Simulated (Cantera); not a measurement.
Charge: 1 mol Al, 0.01 mol Cl2, a varied amount of H2O, at 925 °C and 750 Torr.

Method: chemical equilibrium by Gibbs-energy minimisation in Cantera with the NASA 1993 tables (ideal gas, pure condensed phases). Candidate condensed phases: Al, AlCl3, Al2O3, H2O; 29 gas species. Mutual solubility and eutectic melting of coexisting phases are not modelled. Rates play no part.

Task: Which condensed phases are stable at each of these points (n(H2O) (mol)): 0.35, 0.45, 0.55, 0.65, 0.76, 0.86, 0.96, 1.1, 1.2, 1.3, 1.4, 1.5?

Result: 
```csv
n(H2O) (mol),condensed phases,Al condensed (%)
0.35,Al(l) + Al2O3(s),98.9
0.45,Al(l) + Al2O3(s),98.9
0.55,Al(l) + Al2O3(s),98.8
0.65,Al(l) + Al2O3(s),98.8
0.76,Al(l) + Al2O3(s),98.7
0.86,Al(l) + Al2O3(s),98.7
0.96,Al(l) + Al2O3(s),98.7
1.1,Al(l) + Al2O3(s),98.6
1.2,Al(l) + Al2O3(s),98.6
1.3,Al(l) + Al2O3(s),98.6
1.4,Al(l) + Al2O3(s),98.5
1.5,Al2O3(s),100.0
```

From 0.35 mol H2O to 1.4 mol H2O the condensed part is Al(l) + Al2O3(s). At 1.5 mol H2O the condensed part is Al2O3(s).
